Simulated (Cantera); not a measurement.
Feed: 1 mol Si, 1 mol CO₂, 1.1 mol N₂, at 0.000440 bar.

Cantera equilibrium calculation (NASA polynomials, part measured and part estimated; ideal gas, pure solids and liquids). Candidate condensed phases: C, Si, SiC, SiO₂, Si₂N₂O, Si₃N₄; 34 gas species. Equilibrium is a limit: real reactors are often held back by kinetics, nucleation or transport. All values below are at 1923 K.

Base state: N₂ 0.355, CO 0.323, SiO 0.323, Si 1.88e-5, CO₂ 1.86e-5 (mole fractions); condensed: gas only.

### Question
What changes in the equilibrium state with this change: CO₂ from 1 to 0.37 mol?

### Answer
```tsv
species	before	after
N₂	0.355	0.574
SiO	0.323	0.318
CO	0.323	0.0683
Si	1.88e-5	0.0386
Si₂C	<1e-9	0.000753
Si₂	<1e-9	0.000329
Si₂N	<1e-9	0.000273
Si₃	<1e-9	7.34e-5
Si(l), mol	0	0.0734
SiC(s), mol	0	0.238
```
Mutual solubility and eutectic melting of coexisting phases are not modelled. The tables' values for SiN are old estimates; treat these amounts as uncertain.
